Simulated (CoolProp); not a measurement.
Computed with CoolProp (reference Helmholtz-energy equation of state, Wu 2012).

Question: Give the vapour pressure (bar), liquid density (kg/m³), vapour density (kg/m³), liquid cp (kJ/(kg K)) of saturated fluoroethane (R161) at -95.25, -21.25 °C.

Answer: 
| T (°C) | p (bar) | liquid density (kg/m³) | vapour density (kg/m³) | liquid cp (kJ/(kg K)) |
|---|---|---|---|---|
| -95.25 | 0.0256 | 895 | 0.0833 | 1.96 |
| -21.25 | 2.03 | 794 | 4.93 | 2.02 |
